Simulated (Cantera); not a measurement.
A closed system holds: 1 mol CCl4, 0.22 mol H2, equilibrated at 3573 K and 100 Torr.

These are equilibrium values from Cantera (NASA tables, ideal gas, pure condensed phases), not measurements of a reactor. Candidate condensed phases: C, C6H6, C7H8, C8H18; 91 gas species. The tables' values for CCl are old estimates; treat these amounts as uncertain. Kinetics and transport are ignored.

Base state: Cl 0.823, H 0.0661, C3 0.0529, HCl 0.0228, C 0.0190, C2 0.0116, C2H 0.00150, H2 0.00121 (mole fractions); condensed: gas only.

Q: What changes in the equilibrium state with this change: CCl4 replaced by CH2F2?

A: 
| species | before | after |
|---|---|---|
| HF | 0 | 0.497 |
| H | 0.0661 | 0.234 |
| F | 0 | 0.114 |
| Cl | 0.823 | 0 |
| HCl | 0.0228 | 0 |
| CF | 0 | 0.0202 |
| H2 | 0.00121 | 0.0152 |
| C3 | 0.0529 | 0.0726 |
| C2 | 0.0116 | 0.0143 |
| C | 0.0190 | 0.0211 |
| CF2 | 0 | 0.000552 |
| CCl | 0.000298 | 0 |
| Cl2 | 0.000189 | 0 |
| C2HF | 0 | 8.74e-5 |
| C2HCl | 5.83e-5 | 0 |
